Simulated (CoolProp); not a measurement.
Vapour pressure (kPa) of propylene: the reference equation beside estimates from Tc = 91.1 °C, pc = 4555 kPa, ω = 0.146. Clausius-Clapeyron is anchored at -40.45 °C with a constant enthalpy of vaporisation of 18.13 kJ/mol.

Model: reference Helmholtz-energy equation of state, Lemmon 2013, in CoolProp.

```json
[
 {"T (°C)": "-48.75", "reference": "96.22", "Clausius-Clapeyron": "98.15", "Redlich-Kwong": "122.6", "Soave-Redlich-Kwong": "95.30"},
 {"T (°C)": "-45.95", "reference": "109.2", "Clausius-Clapeyron": "…", "Redlich-Kwong": "138.8", "Soave-Redlich-Kwong": "108.3"},
 {"T (°C)": "-43.25", "reference": "123.1", "Clausius-Clapeyron": "123.8", "Redlich-Kwong": "155.9", "Soave-Redlich-Kwong": "122.1"},
 {"T (°C)": "-40.45", "reference": "138.8", "Clausius-Clapeyron": "138.8", "Redlich-Kwong": "175.2", "Soave-Redlich-Kwong": "137.8"},
 {"T (°C)": "-37.75", "reference": "155.4", "Clausius-Clapeyron": "154.6", "Redlich-Kwong": "…", "Soave-Redlich-Kwong": "154.4"},
 {"T (°C)": "-34.95", "reference": "174.2", "Clausius-Clapeyron": "172.3", "Redlich-Kwong": "218.4", "Soave-Redlich-Kwong": "173.3"},
 {"T (°C)": "-32.15", "reference": "194.7", "Clausius-Clapeyron": "191.7", "Redlich-Kwong": "…", "Soave-Redlich-Kwong": "193.8"},
 {"T (°C)": "-29.45", "reference": "216.1", "Clausius-Clapeyron": "…", "Redlich-Kwong": "268.9", "Soave-Redlich-Kwong": "215.3"},
 {"T (°C)": "-26.65", "reference": "240.2", "Clausius-Clapeyron": "234.5", "Redlich-Kwong": "297.7", "Soave-Redlich-Kwong": "…"},
 {"T (°C)": "-23.95", "reference": "265.3", "Clausius-Clapeyron": "258.1", "Redlich-Kwong": "327.6", "Soave-Redlich-Kwong": "264.8"},
 {"T (°C)": "-21.15", "reference": "293.5", "Clausius-Clapeyron": "…", "Redlich-Kwong": "360.8", "Soave-Redlich-Kwong": "293.1"},
 {"T (°C)": "-18.45", "reference": "322.6", "Clausius-Clapeyron": "311.8", "Redlich-Kwong": "395.0", "Soave-Redlich-Kwong": "322.5"},
 {"T (°C)": "-15.65", "reference": "355.1", "Clausius-Clapeyron": "342.2", "Redlich-Kwong": "433.0", "Soave-Redlich-Kwong": "…"},
 {"T (°C)": "-12.85", "reference": "390.0", "Clausius-Clapeyron": "374.8", "Redlich-Kwong": "473.5", "Soave-Redlich-Kwong": "390.6"},
 {"T (°C)": "-10.15", "reference": "426.1", "Clausius-Clapeyron": "408.5", "Redlich-Kwong": "515.0", "Soave-Redlich-Kwong": "427.0"}
]
```

Q: Fill in the missing entries.

A: 
- -45.95, Clausius-Clapeyron: 110.6
- -37.75, Redlich-Kwong: 195.5
- -32.15, Redlich-Kwong: 243.1
- -29.45, Clausius-Clapeyron: 211.9
- -26.65, Soave-Redlich-Kwong: 239.6
- -21.15, Clausius-Clapeyron: 284.5
- -15.65, Soave-Redlich-Kwong: 355.3

Absolute difference from the reference over all 15 rows, mean and median: Clausius-Clapeyron 2.1 and 2.0 %, Redlich-Kwong 24.3 and 24.4 %, Soave-Redlich-Kwong 0.4 and 0.4 %.
